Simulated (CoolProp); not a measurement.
Vapour-liquid equilibrium of propane (1) + n-butane (2) at 260.7 K; x and y are mole fractions of (1).

Model: multi-fluid Helmholtz-energy mixture model, Lemmon 2009 and Bücker 2006; pair parameters Kunz 2012, in CoolProp.

Task: Give the bubble pressure and the first vapour's composition at x = 0.2, 0.35, 0.65. Is there an azeotrope?

Result: x = 0.2: 0.1114 MPa, y = 0.539; x = 0.35: 0.1489 MPa, y = 0.715; x = 0.65: 0.2256 MPa, y = 0.895. No azeotrope shows between x = 0.05 and 0.95.

Pair parameters are fitted to limited data, so mixtures are less certain than the pure fluids.
